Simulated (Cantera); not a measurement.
Input: 1 mol Al, 0.71 mol I₂, 0.4 mol H₂, held at 0.113 Torr.

Cantera equilibrium calculation (NASA polynomials, part measured and part estimated; ideal gas, pure solids and liquids). Candidate condensed phases: Al, AlI₃, I₂; 11 gas species. Kinetics and transport are ignored.

Task: At 500 °C, list the 5 most abundant gas species with their mole fractions, and the condensed phases.

Result: AlI₃ 0.495, H₂ 0.437, AlI 0.0678, HI 3.43e-5, Al₂I₆ 1.00e-5. Condensed: Al(s).
